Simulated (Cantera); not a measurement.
A Cantera script and its output.

```python
import numpy as np
import cantera as ct

gas = ct.Solution("gri30.yaml")
gas.TPX = 2400, 12000, {'CH4': 0.014, 'H2': 1, 'CO2': 0.022}
reactor = ct.IdealGasConstPressureReactor(gas, energy="off", clone=False)
net = ct.ReactorNet([reactor])
net.rtol, net.atol = 1e-08, 1e-18
show = ['CH4', 'H2', 'CO2', 'CH2', 'C2H', 'HO2']
times = np.geomspace(1e-06, 2, 10)

steps = ct.SolutionArray(gas, extra=["t"])
rows = []
print(f"{'t/s':>10s}{'T/K':>9s}{'P/Pa':>11s}" + "".join(f"{s:>11s}" for s in show))
for t in times:
    while net.time < t:
        t_next = net.step()
        steps.append(gas.state, t=t_next)
    rows.append([np.interp(t, steps.t, y) for y in (steps.T, steps.P, *steps(*show).X.T)])
    print(f"{t:10.3e}{rows[-1][0]:9.1f}{rows[-1][1]:11.4g}" + "".join(f"{x:11.3e}" for x in rows[-1][2:]))
rate = np.gradient(steps.T, steps.t)
print("integrator steps:", len(steps.t))
if steps.T.max() > steps.T[0] + 200:
    print(f"time of steepest temperature rise: {steps.t[rate.argmax()]:.4e} s")
gas.TPX = 2400, 12000, {'CH4': 0.014, 'H2': 1, 'CO2': 0.022}
gas.equilibrate("TP")
print(f"equilibrium (TP): T = {gas.T:.1f} K  " + "  ".join(f"{s} {gas[s].X[0]:.3e}" for s in show))
```

Output:

```
       t/s      T/K       P/Pa        CH4         H2        CO2        CH2        C2H        HO2
 1.000e-06   2400.0    1.2e+04  1.348e-02  9.652e-01  2.123e-02  2.510e-09  1.410e-18  1.319e-14
 5.013e-06   2400.0    1.2e+04  1.340e-02  9.650e-01  2.122e-02  4.954e-08  7.153e-15  3.414e-13
 2.513e-05   2400.0    1.2e+04  1.307e-02  9.635e-01  2.103e-02  1.037e-06  1.976e-11  2.861e-12
 1.260e-04   2400.0    1.2e+04  1.150e-02  9.539e-01  1.708e-02  1.872e-05  3.574e-08  8.604e-12
 6.316e-04   2400.0    1.2e+04  4.536e-03  9.275e-01  5.094e-04  6.026e-05  4.106e-06  1.282e-11
 3.166e-03   2400.0    1.2e+04  5.833e-04  9.230e-01  7.470e-05  1.780e-05  8.415e-06  1.449e-11
 1.587e-02   2400.0    1.2e+04  1.712e-04  9.198e-01  5.717e-05  8.203e-06  3.164e-06  6.866e-12
 7.958e-02   2400.0    1.2e+04  5.221e-07  9.157e-01  4.430e-05  3.409e-08  4.407e-09  4.142e-12
 3.989e-01   2400.0    1.2e+04  2.468e-10  9.153e-01  4.428e-05  1.653e-11  3.829e-15  4.174e-12
 2.000e+00   2400.0    1.2e+04  2.468e-10  9.153e-01  4.428e-05  1.653e-11  3.829e-15  4.174e-12
integrator steps: 1475
equilibrium (TP): T = 2400.0 K  CH4 2.778e-10  H2 9.153e-01  CO2 4.428e-05  CH2 1.858e-11  C2H 4.309e-15  HO2 4.174e-12
```

Computed with Cantera and GRI-Mech 3.0 (53 species, 325 reactions).
